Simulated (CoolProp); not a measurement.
The numbers come from the reference Helmholtz-energy equation of state, Lemmon 2006 in CoolProp. It is a short technical equation, of lower accuracy than the large ones.

**Question.** For C3F8 (R218), give the phase and the cp (kJ/(kg K)), speed of sound (m/s), isothermal compressibility (1/MPa), expansivity (1/kK) at 135.65 °C and 15.2 MPa.

**Answer.** 
- 135.65 °C and 15.2 MPa: supercritical; cp 1.19, speed of sound 245, isothermal compressibility 0.0206, expansivity 3.75
